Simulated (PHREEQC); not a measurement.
Dissolve 0.14 mol/kgw ZnCl2 at 25 °C. Closed to the air; pH follows from the charge balance.

Computed with PHREEQC (ion-association model, phreeqc.dat).

No solid was allowed to form.

### Question
What pH, ionic strength does the model give?

### Answer
pH 4.92; ionic strength 0.373 mol/kgw.

### Question
In which forms is Cl present?

### Answer
Cl- 91 %, ZnCl+ 6.9 %, ZnCl2 1.5 %, ZnCl3- 0.7 % of the Cl.
